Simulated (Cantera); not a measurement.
A perfectly stirred reactor is fed with CH4 : C2H6 : O2 : N2 = 1 : 0.25 : 2.05 : 7.72 (molar parts), at 3750 Torr; it is adiabatic with a 373 K inlet, and is followed from long to short residence time, starting on the burning branch (τ in s: 0.03, 0.011, 0.0042, 0.0016, 0.00059, 0.00022, 8.1e-05, 3e-05, 1.1e-05).

Computed with Cantera and GRI-Mech 3.0 (53 species, 325 reactions).

One state of this run: T (K) = 1999; x CH4 = 0.00436; x C2H6 = 4.90e-5; x O2 = 0.00563; x CH2 = 1.19e-5; x H2O = 0.173; x HO2 = 3.60e-6. x: mole fraction; the columns are a selection and need not sum to one.

Question: Which value of τ (s) does it belong to?
A) 0.00059
B) 3.0e-5
C) 0.0042
D) 0.00022

Answer: A, 0.00059
